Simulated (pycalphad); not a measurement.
# Effect of B content in Hf-B

All values are pycalphad results on the COST 507 light-alloy database (1999) (1 atm), not direct measurements. The database dates from 1999; later assessments differ in places, in temperatures and in the compounds included. Phase fractions are per mole of atoms. Diffusion is slow at the low end, where real alloys seldom reach equilibrium.

Problem. One of these alloys has its liquidus at 2492 K, its solidus at 2218 K, and holds HCP_A3 0.98, BM 0.02 at 1000 K. Which?
A) Hf-0.6106B (wt.%)
B) Hf-0.8407B (wt.%)
C) Hf-0.09464B (wt.%)
D) Hf-0.04697B (wt.%)
E) Hf-0.1915B (wt.%)

Solution. D, Hf-0.04697B (wt.%). The others: Hf-0.09464B (wt.%), liquidus 2478, solidus 2154; Hf-0.1915B (wt.%), liquidus 2450, solidus 2154; Hf-0.6106B (wt.%), liquidus 2323, solidus 2154; Hf-0.8407B (wt.%), liquidus 2241, solidus 2154

Database names, with the compositions (at.%) that they take in these runs: BM: Hf 50 B 50. HCP_A3 is hcp.
